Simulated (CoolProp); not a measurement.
Saturated liquid density (kg/m³) of water: the reference equation beside estimates from Tc = 373.9 °C, pc = 22060 kPa, ω = 0.344. Rackett uses Z = 0.29056 − 0.08775 ω.

The numbers come from the reference Helmholtz-energy equation of state, Wagner 2002 in CoolProp.

```json
[
 {"T (°C)": "181.85", "reference": "[?]", "Rackett": "734.6", "van der Waals": "420.5", "Redlich-Kwong": "609.3", "Soave-Redlich-Kwong": "643.8", "Peng-Robinson": "728.7"},
 {"T (°C)": "192.15", "reference": "[?]", "Rackett": "[?]", "van der Waals": "414.6", "Redlich-Kwong": "598.7", "Soave-Redlich-Kwong": "633.7", "Peng-Robinson": "717.6"},
 {"T (°C)": "202.45", "reference": "861.8", "Rackett": "712.7", "van der Waals": "408.4", "Redlich-Kwong": "587.6", "Soave-Redlich-Kwong": "623.1", "Peng-Robinson": "706.0"},
 {"T (°C)": "212.75", "reference": "849.3", "Rackett": "701.2", "van der Waals": "[?]", "Redlich-Kwong": "576.2", "Soave-Redlich-Kwong": "612.0", "Peng-Robinson": "693.8"},
 {"T (°C)": "223.05", "reference": "836.3", "Rackett": "689.5", "van der Waals": "[?]", "Redlich-Kwong": "564.4", "Soave-Redlich-Kwong": "600.4", "Peng-Robinson": "680.9"},
 {"T (°C)": "233.25", "reference": "822.7", "Rackett": "[?]", "van der Waals": "388.6", "Redlich-Kwong": "552.1", "Soave-Redlich-Kwong": "588.3", "Peng-Robinson": "667.4"},
 {"T (°C)": "243.55", "reference": "808.3", "Rackett": "[?]", "van der Waals": "381.5", "Redlich-Kwong": "539.3", "Soave-Redlich-Kwong": "575.4", "Peng-Robinson": "653.0"},
 {"T (°C)": "253.85", "reference": "[?]", "Rackett": "651.9", "van der Waals": "374.0", "Redlich-Kwong": "525.9", "Soave-Redlich-Kwong": "561.8", "Peng-Robinson": "637.6"},
 {"T (°C)": "264.15", "reference": "777.0", "Rackett": "638.3", "van der Waals": "366.2", "Redlich-Kwong": "511.8", "Soave-Redlich-Kwong": "547.3", "Peng-Robinson": "621.3"}
]
```

What belongs in the gaps?


- 181.85, reference: 885.0
- 192.15, reference: 873.7
- 192.15, Rackett: 723.8
- 212.75, van der Waals: 402.0
- 223.05, van der Waals: 395.4
- 233.25, Rackett: 677.5
- 243.55, Rackett: 664.9
- 253.85, reference: 793.1

Absolute difference from the reference over all 9 rows, mean and median: Rackett 17.5 and 17.6 %, van der Waals 52.7 and 52.7 %, Redlich-Kwong 32.6 and 32.5 %, Soave-Redlich-Kwong 28.3 and 28.2 %, Peng-Robinson 18.7 and 18.6 %.
